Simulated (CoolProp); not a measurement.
The fluid at 298.15 K and 9.59 MPa (stagnation) flows isentropically through a choked orifice. The same conditions are run with several fluids, on thermodynamics alone (safety and materials aside).

Computed with CoolProp (reference Helmholtz-energy equation of state of each fluid (carbon monoxide: Lemmon 2006; methane: Setzmann 1991; ethylene: Smukala 2000; oxygen: Schmidt 1985)).

### Question
Rank carbon monoxide, methane, ethylene, oxygen by throat to inlet pressure ratio, highest first.

### Answer
methane (0.534), oxygen (0.518), carbon monoxide (0.511), ethylene (0.507)

| fluid | mass flux (kg/(m² s)) | throat temperature (K) |
|---|---|---|
| carbon monoxide | 22900 | 244.2 |
| methane | 18100 | 252.7 |
| ethylene | 49400 | 280.8 |
| oxygen | 24700 | 245.1 |
